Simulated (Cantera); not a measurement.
A perfectly stirred reactor is fed with CH4 : H2O = 1 : 3.4 (molar parts), at 101000 Pa; it is held at 1798 K, and followed from long to short residence time.

Computed with Cantera and GRI-Mech 3.0 (53 species, 325 reactions).

### Question
What does this change do: temperature 1798 to 1248 K?

### Answer
```json
[
 {"quantity": "x(CH4) at τ = 12.0 s", "before": "0.00206", "after": "0.216"},
 {"quantity": "x(H2O) at τ = 12.0 s", "before": "0.354", "after": "0.766"},
 {"quantity": "x(CO2) at τ = 12.0 s", "before": "0.0247", "after": "3.90e-5"},
 {"quantity": "x(OH) at τ = 12.0 s", "before": "1.16e-5", "after": "7.82e-9"},
 {"quantity": "x(C2H) at τ = 12.0 s", "before": "9.17e-10", "after": "<1e-12"},
 {"quantity": "x(CH4) at τ = 47.0 ms", "before": "0.0394", "after": "0.227"},
 {"quantity": "x(H2O) at τ = 47.0 ms", "before": "0.530", "after": "0.773"},
 {"quantity": "x(CO2) at τ = 47.0 ms", "before": "0.0177", "after": "1.41e-12"},
 {"quantity": "x(OH) at τ = 47.0 ms", "before": "2.05e-5", "after": "4.52e-9"},
 {"quantity": "x(C2H) at τ = 47.0 ms", "before": "1.88e-7", "after": "<1e-12"}
]
```

### Question
What does this change do: pressure from 101000 Pa to 12000 Pa?

### Answer
| quantity | before | after |
|---|---|---|
| x(CH4) at τ = 12.0 s | 0.00206 | 0.00263 |
| x(H2O) at τ = 12.0 s | 0.354 | 0.357 |
| x(CO2) at τ = 12.0 s | 0.0247 | 0.0247 |
| x(OH) at τ = 12.0 s | 1.16e-5 | 3.24e-5 |
| x(C2H) at τ = 12.0 s | 9.17e-10 | 7.28e-9 |
| x(CH4) at τ = 47.0 ms | 0.0394 | 0.0472 |
| x(H2O) at τ = 47.0 ms | 0.530 | 0.588 |
| x(CO2) at τ = 47.0 ms | 0.0177 | 0.01000 |
| x(OH) at τ = 47.0 ms | 2.05e-5 | 6.04e-5 |
| x(C2H) at τ = 47.0 ms | 1.88e-7 | 6.74e-7 |
